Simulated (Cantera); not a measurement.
Standard-state values (1 bar) from the NASA 1993 polynomials, evaluated with Cantera. Values are per mole of reaction as written; species without (g) are pure solids or liquids, kept so even where they would boil at 1 bar.

2 CH2Cl2(g) + Ti + 2 H(g) → C2H6(g) + TiCl4(g), with ΔH° = -1092.3 kJ and ΔS° = -217.0 J/K at 300 K.

### Question
How far is the shortcut ΔG° ≈ ΔH°(300 K) − T·ΔS°(300 K) from the full temperature-dependent value at 1048, 1073, 1098, 1123, 1148, 1173 K?

### Answer
| T (K) | shortcut (kJ) | full (kJ) | difference (kJ) | difference in log10 K | condensed phases |
|---|---|---|---|---|---|
| 1048 | -864.8 | -853.0 | -11.8 | 0.59 | Ti(α) |
| 1073 | -859.4 | -846.9 | -12.5 | 0.61 | Ti(α) |
| 1098 | -854.0 | -840.8 | -13.1 | 0.63 | Ti(α) |
| 1123 | -848.5 | -834.7 | -13.8 | 0.64 | Ti(α) |
| 1148 | -843.1 | -828.6 | -14.5 | 0.66 | Ti(α) |
| 1173 | -837.7 | -822.4 | -15.3 | 0.68 | Ti(β) |
The shortcut ignores heat capacities and the phase changes listed.
